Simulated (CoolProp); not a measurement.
Vapour-liquid equilibrium of ethane (1) + propane (2) at -80.95 °C; x and y are mole fractions of (1).

Model: multi-fluid Helmholtz-energy mixture model, Bücker 2006 and Lemmon 2009; pair parameters Kunz 2012, in CoolProp.

**Question.** Give the bubble pressure and the first vapour's composition at x = 0.05, 0.2, 0.8. Is there an azeotrope?

**Answer.** x = 0.05: 0.01880 MPa, y = 0.378; x = 0.2: 0.03804 MPa, y = 0.737; x = 0.8: 0.1208 MPa, y = 0.979. No azeotrope shows between x = 0.05 and 0.95.

Pair parameters are fitted to limited data, so mixtures are less certain than the pure fluids.
